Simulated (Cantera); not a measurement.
A closed system holds: 1 mol AlN, 0.023 mol N2, held at 2523 K and 101000 Pa.

Method: chemical equilibrium by Gibbs-energy minimisation in Cantera with the NASA 1993 tables (ideal gas, pure condensed phases). Candidate condensed phases: Al, AlN; 5 gas species. Kinetics and transport are ignored.

Base state: N2 0.948, Al 0.0517, Al2 9.50e-5 (mole fractions); condensed: AlN(s).

**Question.** What changes in the equilibrium state with this change: temperature from 2523 K to 2725 K?

**Answer.** 
| species | before | after |
|---|---|---|
| Al | 0.0517 | 0.646 |
| N2 | 0.948 | 0.346 |
| Al2 | 9.50e-5 | 0.00801 |
| AlN(s), mol | 0.999 | 0 |

**Question.** What changes in the equilibrium state with this change: pressure from 101000 Pa to 71000 Pa?

**Answer.** 
| species | before | after |
|---|---|---|
| N2 | 0.948 | 0.910 |
| Al | 0.0517 | 0.0900 |
| Al2 | 9.50e-5 | 0.000202 |
| AlN(s), mol | 0.999 | 0.998 |
